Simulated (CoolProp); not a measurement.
Model: reference Helmholtz-energy equation of state, Zhou 2012, in CoolProp.

Question: For p-xylene, give the phase and the Z, cp (kJ/(kg K)), cv (kJ/(kg K)), speed of sound (m/s) at 424 K and 235 bar; 424 K and 265 bar; 424 K and 324 bar.

Answer: 
- 424 K and 235 bar: liquid; Z 0.914, cp 2.10, cv 1.72, speed of sound 1010
- 424 K and 265 bar: liquid; Z 1.03, cp 2.10, cv 1.73, speed of sound 1030
- 424 K and 324 bar: liquid; Z 1.24, cp 2.09, cv 1.73, speed of sound 1070
